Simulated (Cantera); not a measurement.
A perfectly stirred reactor is fed with H2 : O2 : N2 = 0.34 : 1 : 3.6 (molar parts), equivalence ratio 0.17, at 3500 Pa; it is held at 1125 K, and followed from long to short residence time.

Model: GRI-Mech 3.0 (53 species, 325 reactions), integrated in Cantera. Radical loss at walls, strong at low pressure, is not modelled. The temperature is held fixed by assumption; the heat of reaction is taken as removed at once.

One state of this run: x H2 = 0.000901; x O2 = 0.173; x H2O = 0.0693; x N2O = 1.68e-8; x OH = 0.000857; x NO2 = 4.50e-11. x: mole fraction; the columns are a selection and need not sum to one.

Q: Which value of τ (s) does it belong to?
A. 0.023
B. 0.18
C. 0.50
D. 11

A: B, 0.18
